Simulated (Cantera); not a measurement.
**Thermodynamics of sublimation and decomposition of ceramics, feed MgO + H2**

A closed system holds: 1 mol MgO, 1.1 mol H2, at 2.50 Pa.

Cantera equilibrium calculation (NASA polynomials, part measured and part estimated; ideal gas, pure solids and liquids). Candidate condensed phases: H2O, Mg, MgO, Mg(OH)2; 30 gas species. Ions and electrons are included (thermal ionisation). Equilibrium is a limit: real reactors are often held back by kinetics, nucleation or transport.

```
T (°C)  log p H  log p O  log p Mg  log p e-  log p Mg+  log p H2  log p OH
------  -------  -------  --------  --------  ---------  --------  --------
2727      -4.88    -5.23     -5.23     -7.63      -7.63     -8.16     -8.29
3227      -4.89    -5.23     -5.25     -6.64      -6.64     -9.32     -9.42
3727      -4.90    -5.25     -5.35     -5.93      -5.93    -10.21    -10.30
4227      -4.94    -5.28     -5.69     -5.50      -5.50    -10.96    -11.04
4727      -4.97    -5.31     -6.36     -5.35      -5.35    -11.55    -11.63
```
log p: log10 of the partial pressure in bar; nothing condenses.

From 2727 °C to 4727 °C nothing is condensed. The main Mg-bearing gas is Mg at 2727 °C and Mg+ at 4727 °C.
